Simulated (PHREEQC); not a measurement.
Solution (30 °C): 29 mmol/kgw Cu(NO3)2. Closed to the air; pH follows from the charge balance.

All values are PHREEQC results (ion-association model, phreeqc.dat), not measurements.

Each row changes one thing in this solution. This is a speciation only: nothing precipitates in the calculation.

```
case                                     pH  Cu2(OH)2+2 (mol/kgw)  CuOH+ (mol/kgw)  Cu(OH)2 (mol/kgw)
-------------------------------------  ----  --------------------  ---------------  -----------------
as made                                4.44               1.98e-5          4.20e-6            1.82e-7
Cu(NO3)2 from 0.029 to 0.0319 mol/kgw  4.41               2.10e-5          4.31e-6            1.76e-7
temperature from 30 to 45 °C           4.25               3.25e-5          2.69e-6            7.58e-8
Cu(NO3)2 from 0.029 to 0.145 mol/kgw   4.08               5.05e-5          6.79e-6            1.01e-7
```

Away from 25 °C the constants follow the database's enthalpies or fits; those with neither stay at their 25 °C values.
